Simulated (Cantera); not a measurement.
**Ignition delay**

Mixture: 6.02 % CH4, 8.43 % O2, 85.5 % N2, at 24.0 bar, adiabatic and at constant pressure. Ignition delay is the time to a rise of 400 K.

Model: GRI-Mech 3.0 (53 species, 325 reactions), integrated in Cantera. The pressure lies above the range GRI-Mech 3.0 was tuned for (to about 10 atm).

| T0 (K) | delay (ms) |
|---|---|
| 1250 | 3.06 |
| 1300 | 1.84 |
| 1350 | 1.13 |
| 1400 | 0.706 |
| 1450 | 0.444 |
| 1500 | 0.280 |

* **apparent activation energy between 1400 and 1500 K**: 160 kJ/mol
